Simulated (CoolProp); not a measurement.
Vapour-liquid equilibrium of dimethyl ether (1) + 1-butene (2) at 74.95 °C; x and y are mole fractions of (1).

Model: multi-fluid Helmholtz-energy mixture model, Wu 2011 and Lemmon 2005; pair parameters Bell 2016, in CoolProp.

Q: Give the bubble pressure and the first vapour's composition at x = 0.5, 0.8, 0.95. Is there an azeotrope?

A: x = 0.5: 1603 kPa, y = 0.611; x = 0.8: 1860 kPa, y = 0.849; x = 0.95: 1973 kPa, y = 0.962. No azeotrope shows between x = 0.05 and 0.95.

Pair parameters are fitted to limited data, so mixtures are less certain than the pure fluids.
